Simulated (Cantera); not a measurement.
Cantera run, input and output.

```python
import numpy as np
import cantera as ct

gas = ct.Solution("gri30.yaml")
gas.TPX = 398, 500000, {'CH4': 1, 'CO': 0.14, 'O2': 1.72, 'N2': 6.49}
flame = ct.FreeFlame(gas, width=0.013)
flame.set_refine_criteria(ratio=3, slope=0.08, curve=0.16)
flame.transport_model = "mixture-averaged"
flame.solve(loglevel=0, auto=True)
z, T = flame.grid, flame.T
thick = (T[-1] - T[0]) / np.gradient(T, z).max()
show = ['CH4', 'CO', 'O2', 'N2O', 'NO', 'HO2']
print(f"laminar burning velocity  {flame.velocity[0] * 100:.3f} cm/s")
print(f"burnt temperature         {T[-1]:.1f} K")
print(f"thermal thickness         {thick * 1e3:.4f} mm")
print(f"grid points               {len(z)}")
z0 = z[flame.heat_release_rate.argmax()]
print(f"{'z/mm':>9s}{'T/K':>9s}{'u/(m/s)':>9s}" + "".join(f"{s:>11s}" for s in show))
rows = []
for k in (-3, -2, -1.5, -1, -0.5, -0.25, 0, 0.25, 0.5, 1, 2, 4, 8):
    zz = z0 + k * thick
    rows.append([k * thick, np.interp(zz, z, T), np.interp(zz, z, flame.velocity),
                 *(np.interp(zz, z, flame.X[gas.species_index(s)]) for s in show)])
    print(f"{rows[-1][0] * 1e3:9.3f}{rows[-1][1]:9.1f}{rows[-1][2]:9.3f}" + "".join(f"{x:11.3e}" for x in rows[-1][3:]))
```

It prints:

```
laminar burning velocity  27.838 cm/s
burnt temperature         2216.9 K
thermal thickness         0.1459 mm
grid points               153
     z/mm      T/K  u/(m/s)        CH4         CO         O2        N2O         NO        HO2
   -0.438    398.6    0.279  1.067e-01  1.496e-02  1.836e-01  3.055e-12  7.114e-10  4.546e-08
   -0.292    403.8    0.284  1.061e-01  1.499e-02  1.829e-01  5.410e-11  8.751e-09  5.363e-07
   -0.219    425.6    0.300  1.043e-01  1.530e-02  1.810e-01  4.031e-10  5.275e-08  2.995e-06
   -0.146    565.1    0.402  9.515e-02  1.807e-02  1.703e-01  4.756e-09  6.617e-07  2.659e-05
   -0.073   1104.2    0.798  6.070e-02  3.306e-02  1.219e-01  3.996e-08  1.005e-05  1.298e-04
   -0.036   1539.6    1.121  3.127e-02  4.815e-02  7.626e-02  8.335e-08  2.281e-05  1.346e-04
    0.000   1926.0    1.407  6.535e-03  6.093e-02  2.992e-02  1.186e-07  4.041e-05  5.114e-05
    0.036   2081.1    1.515  4.258e-04  5.860e-02  8.085e-03  1.112e-07  6.424e-05  9.411e-06
    0.073   2124.0    1.541  1.976e-05  5.294e-02  2.641e-03  9.514e-08  7.982e-05  3.191e-06
    0.146   2159.5    1.562  1.192e-07  4.929e-02  8.599e-04  6.966e-08  9.016e-05  1.199e-06
    0.292   2188.1    1.581  2.407e-10  4.862e-02  3.301e-04  4.547e-08  9.467e-05  4.191e-07
    0.584   2206.1    1.592  1.241e-12  4.863e-02  1.065e-04  2.698e-08  9.655e-05  1.037e-07
    1.167   2214.3    1.598  8.300e-13  4.867e-02  3.552e-05  1.666e-08  9.731e-05  2.567e-08
```

Model: GRI-Mech 3.0 (53 species, 325 reactions), integrated in Cantera. Burning velocities carry a grid error of a few per cent, more on coarse grids.
